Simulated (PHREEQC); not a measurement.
Dissolve 30 mmol/kgw HNO3 and 1.9 mmol/kgw KH2PO4 at 25 °C. Closed to the air; pH follows from the charge balance.

Computed with PHREEQC (ion-association model, phreeqc.dat).

```
Item                          Result
--------------------  --------------
pH                              1.60
ionic strength        0.0305 mol/kgw
specific conductance     11000 µS/cm
total alkalinity        -30.0 meq/kg
```

| species | molality | activity | log γ |
|---|---|---|---|
| NO3- | 0.0300 | 0.0252 | -0.076 |
| H+ | 0.0286 | 0.0249 | -0.059 |
| K+ | 0.00190 | 0.00160 | -0.074 |
| H3PO4 | 0.00144 | 0.00145 | 0.003 |
| H2PO4- | 0.000461 | 0.000394 | -0.068 |
| HPO4-2 | 1.86e-9 | 9.81e-10 | -0.277 |

Precipitation was switched off in this run.
